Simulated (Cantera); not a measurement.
Cantera run:

```python
import numpy as np
import cantera as ct

gas_names = [...]  # 110 gases of nasa_gas.yaml made of C, H, O
cond_names = """
    C(gr) C6H6(L) C7H8(L) C8H18(L),n-octa H2O(s) H2O(L)
""".split()


# ... load() reads the species with a 1 bar reference pressure and builds the phases ...
atoms = {
    'acetone': {'C': 3, 'H': 6, 'O': 1},
    'H2O': {'H': 2, 'O': 1},
    'H2': {'H': 2},
}
top_T = {'C(gr)': 4500}  # K; cautious upper limits of use, not melting points


# ... equilibrate(T, P, feed) seeds the gas with the atoms and calls Mixture.equilibrate('TP', solver="vcs", rtol=1e-11, max_steps=5000) ...
results = []
feed = {'acetone': 1, 'H2O': 0.089, 'H2': 3.5}  # mol
T = 1023  # K
P = 100000  # Pa
mix = equilibrate(T, P, feed)
results.append((T, P, feed, dict(zip(mix.species_names, mix.species_moles))))
x = sorted(zip(gas.X, gas.species_names), reverse=True)
print(f"T = {T:g} K  P = {P:g} Pa  gas = {mix.phase_moles(0):.4g} mol")
print("   x: " + "  ".join(f"{s} {v:.3e}" for v, s in x if v > 0.0001))
print("   condensed (mol): " + ("  ".join(f"{mix.phase(i).name} {mix.phase_moles(i):.4g}"
      for i in range(1, mix.n_phases) if mix.phase_moles(i) > 1e-12) or "none"))
```

It prints:

```
T = 1023 K  P = 100000 Pa  gas = 7.115 mol
   x: H2 8.034e-01  CO 1.174e-01  CH4 4.843e-02  H2O 2.581e-02  CO2 4.929e-03
   condensed (mol): C(gr) 1.785
```

Cantera equilibrium calculation (NASA polynomials, part measured and part estimated; ideal gas, pure solids and liquids). The feed counts by its element totals alone.
